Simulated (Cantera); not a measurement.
Input: 1 mol SiCl₄, 1800 mol H₂, equilibrated at 13.0 mbar.

Equilibrium computed with Cantera from the NASA thermochemical tables; the gas is ideal and each condensed phase is pure. Candidate condensed phases: Si; 19 gas species. The numbers say what is thermodynamically allowed, not how fast it happens. All values below are at 1598 K.

Base state: H₂ 0.997, HCl 0.00218, H 0.000466, SiCl₂ 1.65e-5 (mole fractions); condensed: Si(s).

Task: What changes in the equilibrium state with this change: SiCl₄ replaced by Si(CH₃)₄?

Result: 
```json
[
 {"species": "H₂", "before": "0.997", "after": "0.999"},
 {"species": "H", "before": "0.000466", "after": "0.000467"},
 {"species": "C₂H₂ (acetylene)", "before": "0", "after": "2.69e-5"},
 {"species": "HCl", "before": "0.00218", "after": "0"},
 {"species": "SiCl₂", "before": "1.65e-5", "after": "0"},
 {"species": "CH₄", "before": "0", "after": "2.14e-5"},
 {"species": "Si(s), mol", "before": "0.944", "after": "0"},
 {"species": "C(graphite), mol", "before": "0", "after": "2.86"},
 {"species": "SiC(s), mol", "before": "0", "after": "1.000"}
]
```
Further candidate phases: C, C₆H₆, C₇H₈, C₈H₁₈, SiC.

Task: What changes in the equilibrium state with this change: H₂ from 1800 to 120 mol?

Result: 
```json
[
 {"species": "H₂", "before": "0.997", "after": "0.969"},
 {"species": "HCl", "before": "0.00218", "after": "0.0274"},
 {"species": "SiCl₂", "before": "1.65e-5", "after": "0.00266"},
 {"species": "SiCl₃", "before": "5.67e-9", "after": "1.17e-5"},
 {"species": "Cl", "before": "8.08e-7", "after": "1.03e-5"},
 {"species": "H", "before": "0.000466", "after": "0.000460"},
 {"species": "Si(s), mol", "before": "0.944", "after": "0.671"}
]
```
The tables' values for SiCl₃ are old estimates; treat these amounts as uncertain.
